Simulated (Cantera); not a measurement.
## Adiabatic ignition

An adiabatic, constant-pressure homogeneous reactor starts with 5.91 % CH4, 1.95 % H2, 19.4 % O2, 72.7 % N2, at 1000 K and 4.93 atm.

Detailed kinetics in Cantera: GRI-Mech 3.0 (53 species, 325 reactions).

| t (s) | T (K) | x CH4 | x H2 | x O2 | x O | x C2H2 |
|---|---|---|---|---|---|---|
| 4.00e-6 | 1000 | 0.0591 | 0.0195 | 0.194 | 1.12e-12 | <1e-12 |
| 1.03e-5 | 1000 | 0.0591 | 0.0195 | 0.194 | 1.35e-12 | <1e-12 |
| 2.66e-5 | 1000 | 0.0591 | 0.0195 | 0.194 | 1.89e-12 | <1e-12 |
| 6.88e-5 | 1000 | 0.0591 | 0.0195 | 0.194 | 3.04e-12 | <1e-12 |
| 0.000177 | 1000 | 0.0591 | 0.0195 | 0.194 | 4.96e-12 | <1e-12 |
| 0.000458 | 1000 | 0.0591 | 0.0195 | 0.194 | 7.33e-12 | <1e-12 |
| 0.00118 | 1000 | 0.0591 | 0.0195 | 0.194 | 1.27e-11 | <1e-12 |
| 0.00305 | 1000 | 0.0591 | 0.0195 | 0.194 | 4.43e-11 | <1e-12 |
| 0.00787 | 1000 | 0.0591 | 0.0195 | 0.194 | 9.34e-10 | <1e-12 |
| 0.0203 | 1305 | 0.0345 | 0.0186 | 0.160 | 5.91e-6 | 4.66e-6 |
| 0.0524 | 2320 | <1e-12 | 0.000565 | 0.0631 | 0.000629 | <1e-12 |
| 0.135 | 2315 | <1e-12 | 0.000556 | 0.0618 | 0.000605 | <1e-12 |
| 0.349 | 2315 | <1e-12 | 0.000555 | 0.0617 | 0.000604 | <1e-12 |
| 0.901 | 2315 | <1e-12 | 0.000555 | 0.0617 | 0.000604 | <1e-12 |
| 2.32 | 2315 | <1e-12 | 0.000555 | 0.0617 | 0.000604 | <1e-12 |
| 6.00 | 2315 | <1e-12 | 0.000555 | 0.0617 | 0.000604 | <1e-12 |
x: mole fraction; the columns are a selection and need not sum to one.

The time of steepest temperature rise comes out as 20.4 ms and the temperature at 6.00 s is 2315 K. The equilibrium temperature is 2315 K. The x(CH4) at 6.00 s is <1e-12 (gas-phase equilibrium <1e-12). The x(H2) at 6.00 s comes out as 0.000555 (gas-phase equilibrium 0.000555) and the x(O2) at 6.00 s comes out as 0.0617 (gas-phase equilibrium 0.0617).
